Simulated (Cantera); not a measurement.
A perfectly stirred reactor is fed with N2O : H2O = 1 : 0.0061 (molar parts), at 1.00 bar; it is held at 1050 K, and followed from long to short residence time.

Model: GRI-Mech 3.0 (53 species, 325 reactions), integrated in Cantera. GRI-Mech 3.0 was tuned for natural gas; its chemistry of N2O as a main component is partial and can be far from experiment. The mechanism lacks the step 2 NO + O2 → 2 NO2, which can matter for NO2 below about 1400 K. The temperature is held fixed by assumption; the heat of reaction is taken as removed at once.

x: mole fraction; the columns are a selection and need not sum to one.

| τ (s) | x N2O | x H2O | x H2O2 | x NO | x O | x H | x OH |
|---|---|---|---|---|---|---|---|
| 11 | 0.735 | 0.00554 | 3.19e-9 | 0.00734 | 9.32e-8 | 1.67e-11 | 1.13e-6 |
| 2.6 | 0.914 | 0.00590 | 3.25e-9 | 0.00231 | 1.05e-7 | 2.12e-11 | 1.14e-6 |
| 0.59 | 0.974 | 0.00602 | 2.61e-9 | 0.000527 | 1.12e-7 | 2.22e-11 | 9.32e-7 |
| 0.14 | 0.989 | 0.00605 | 3.02e-9 | 0.000119 | 1.17e-7 | 2.02e-11 | 6.36e-7 |
| 0.032 | 0.993 | 0.00606 | 5.62e-9 | 3.03e-5 | 1.19e-7 | 1.57e-11 | 3.59e-7 |
| 0.0073 | 0.994 | 0.00606 | ? | ? | 1.19e-7 | 8.65e-12 | ? |
| 0.0017 | 0.994 | 0.00606 | 1.25e-10 | ? | 1.19e-7 | 2.83e-12 | ? |
| 0.00039 | 0.994 | 0.00606 | <1e-12 | 4.55e-7 | 1.16e-7 | <1e-12 | 2.24e-8 |

What belongs in the gaps?


- 0.0073, x H2O2: 3.40e-9
- 0.0073, x NO: 8.21e-6
- 0.0073, x OH: 1.44e-7
- 0.0017, x NO: 2.02e-6
- 0.0017, x OH: 5.64e-8
